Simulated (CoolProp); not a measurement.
c-C4F8 (RC318) along the isobar 4.68 bar: fugacity coefficient from the reference equation and from simpler models built on Tc = 115.2 °C, pc = 27.78 bar, ω = 0.355; each cubic takes its own stable root.

Values from CoolProp's reference Helmholtz-energy equation of state, Platzer 1990. This equation is an older, rougher fit; its heat capacities, sound speeds and derivatives of the liquid may be far off and weren't checked against measurements.

```
T (°C)   phase  reference
------  ------  ---------
-18.55  liquid     0.1241
13.25   liquid     0.4252
45.05      gas     0.8911
76.95      gas     0.9213
108.75     gas     0.9416
140.55     gas     0.9558
172.35     gas     0.9662
204.25     gas     0.9740
```

### Question
How far does each simpler model (van der Waals, Redlich-Kwong, Soave-Redlich-Kwong, Peng-Robinson) lie from the reference over these 8 states: mean and median of the absolute difference, and the worst?

### Answer
- van der Waals: mean 78.1 %, median 1.1 %, worst +507.6 % at -18.55 °C and 4.68 bar
- Redlich-Kwong: mean 24.6 %, median 0.5 %, worst +126.5 % at -18.55 °C and 4.68 bar
- Soave-Redlich-Kwong: mean 0.1 %, median 0.2 %, worst -0.2 % at 76.95 °C and 4.68 bar
- Peng-Robinson: mean 0.8 %, median 0.8 %, worst -1.0 % at 76.95 °C and 4.68 bar

At some of these states van der Waals gives the other phase, because its saturation line lies elsewhere.
